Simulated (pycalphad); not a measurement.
All values are pycalphad results on the COST 507 light-alloy database (1999) (1 atm), not direct measurements. The data set is of 1999 and partly superseded. Kinetics are ignored, which matters at the lower temperatures.

### Question
How does the equilibrium phase assembly of Ti-4.698Hf-0.322B (wt.%) change on cooling from 2577 °C to 227 °C?

### Answer
| T (°C) | phases above | phases below |
|---|---|---|
| 1634.1 | liquid | bcc + liquid |
| 1541.1 | bcc + liquid | bcc + BM |
| 873.4 | bcc + BM | bcc + BM + hcp |
| 870.3 | bcc + BM + hcp | BM + hcp |
Changes were sought between steps of 50 K, so a narrower field can be missed.

Database names, with the compositions (at.%) that they take in these runs: BM: Ti 50 B 50.
